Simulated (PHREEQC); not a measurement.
4.7 g of hydrous ferric oxide (600 m²/g; 0.2 weak and 0.005 strong sites per Fe, Dzombak-Morel constants, diffuse double layer) in 1 kg of water with 0.005 mol/kgw of an inert sodium salt and 0.42 mmol/kgw Na2HAsO4, 0.014 mmol/kgw NaF and 0.02 mmol/kgw H3BO3, at 25 °C; the pH is set by adding NaOH or the inert anion's acid. O2 is buffered at 0.21 atm. No CO2 enters from the air. Nothing may precipitate in this run.

Base run: PHREEQC, ion-association model, wateq4f.dat. Each further column changes one thing. The table gives F sorbed (%).

```csv
pH,base,no electrostatic term (-no_edl),0.014 mol/kgw Na2SO4 added
3,99.6,9.0,…
3.38,99.7,13.0,38.6
4.12,99.7,…,46.1
4.5,99.5,18.3,47.2
5.25,98.5,…,47.2
5.62,97.3,19.0,46.6
6.38,89.2,19.8,43.3
6.75,79.4,…,40.1
7.5,43.5,23.7,28.3
7.88,25.1,24.3,…
8.62,6.2,19.8,6.2
9,2.9,14.4,3.1
```

Fill in the missing entries.


- 3, 0.014 mol/kgw Na2SO4 added: 30.3
- 4.12, no electrostatic term (-no_edl): 17.5
- 5.25, no electrostatic term (-no_edl): 18.9
- 6.75, no electrostatic term (-no_edl): 20.8
- 7.88, 0.014 mol/kgw Na2SO4 added: 19.7

Real BF4- forms and hydrolyses slowly; the run takes it at equilibrium. The oxide is taken as insoluble; below pH 4 it would dissolve.
